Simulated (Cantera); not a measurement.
A perfectly stirred reactor is fed with 8.08 % CH₄, 1.13 % C₂H₆, 18.3 % O₂, 68.7 % N₂, 3.80 % H₂O, equivalence ratio 1.1, at 1.09 atm; it is adiabatic with a 750 K inlet, and is followed from long to short residence time, starting on the burning branch (τ in s: 0.3, 0.12, 0.049, 0.02, 0.008, 0.0032, 0.0013, 0.00053, 0.00021, 8.6e-05, 3.5e-05, 1.4e-05).

Computed with Cantera and GRI-Mech 3.0 (53 species, 325 reactions).

x: mole fraction; the columns are a selection and need not sum to one.

```json
[
 {"τ (s)": "0.30", "T (K)": "2404", "x CH₄": "5.99e-7", "x C₂H₆": "6.54e-9", "x O₂": "0.00258", "x H₂O": "0.208", "x NO": "0.00181", "x H": "0.00198", "x C₂H": "3.31e-10"},
 {"τ (s)": "0.12", "T (K)": "2401", "x CH₄": "1.43e-6", "x C₂H₆": "1.63e-8", "x O₂": "0.00275", "x H₂O": "0.207", "x NO": "0.00167", "x H": "0.00206", "x C₂H": "8.11e-10"},
 {"τ (s)": "0.049", "T (K)": "2395", "x CH₄": "3.18e-6", "x C₂H₆": "3.95e-8", "x O₂": "0.00311", "x H₂O": "0.207", "x NO": "0.00144", "x H": "0.00224", "x C₂H": "[?]"},
 {"τ (s)": "0.020", "T (K)": "2381", "x CH₄": "6.64e-6", "x C₂H₆": "9.56e-8", "x O₂": "0.00378", "x H₂O": "0.206", "x NO": "0.00115", "x H": "0.00261", "x C₂H": "[?]"},
 {"τ (s)": "0.0080", "T (K)": "2355", "x CH₄": "1.33e-5", "x C₂H₆": "2.34e-7", "x O₂": "0.00495", "x H₂O": "0.203", "x NO": "0.000855", "x H": "0.00330", "x C₂H": "[?]"},
 {"τ (s)": "0.0032", "T (K)": "2316", "x CH₄": "2.58e-5", "x C₂H₆": "5.66e-7", "x O₂": "0.00670", "x H₂O": "0.200", "x NO": "0.000599", "x H": "0.00447", "x C₂H": "[?]"},
 {"τ (s)": "0.0013", "T (K)": "2263", "x CH₄": "5.01e-5", "x C₂H₆": "1.33e-6", "x O₂": "0.00894", "x H₂O": "0.196", "x NO": "0.000400", "x H": "0.00618", "x C₂H": "[?]"},
 {"τ (s)": "0.00053", "T (K)": "2201", "x CH₄": "0.000102", "x C₂H₆": "3.08e-6", "x O₂": "0.0116", "x H₂O": "0.191", "x NO": "0.000258", "x H": "0.00835", "x C₂H": "[?]"},
 {"τ (s)": "0.00021", "T (K)": "2133", "x CH₄": "0.000233", "x C₂H₆": "7.58e-6", "x O₂": "0.0150", "x H₂O": "0.186", "x NO": "0.000163", "x H": "0.0106", "x C₂H": "[?]"},
 {"τ (s)": "8.6e-5", "T (K)": "2064", "x CH₄": "0.000592", "x C₂H₆": "1.99e-5", "x O₂": "0.0199", "x H₂O": "0.182", "x NO": "0.000102", "x H": "0.0116", "x C₂H": "[?]"},
 {"τ (s)": "3.5e-5", "T (K)": "750", "x CH₄": "0.0808", "x C₂H₆": "0.0113", "x O₂": "0.183", "x H₂O": "0.0380", "x NO": "<1e-12", "x H": "<1e-12", "x C₂H": "<1e-12"},
 {"τ (s)": "1.4e-5", "T (K)": "750", "x CH₄": "0.0808", "x C₂H₆": "0.0113", "x O₂": "0.183", "x H₂O": "0.0380", "x NO": "<1e-12", "x H": "<1e-12", "x C₂H": "<1e-12"}
]
```

### Question
Complete the blanks.

### Answer

- 0.049, x C₂H: 1.90e-9
- 0.020, x C₂H: 4.28e-9
- 0.0080, x C₂H: 9.16e-9
- 0.0032, x C₂H: 1.77e-8
- 0.0013, x C₂H: 3.06e-8
- 0.00053, x C₂H: 4.93e-8
- 0.00021, x C₂H: 8.28e-8
- 8.6e-5, x C₂H: 1.61e-7
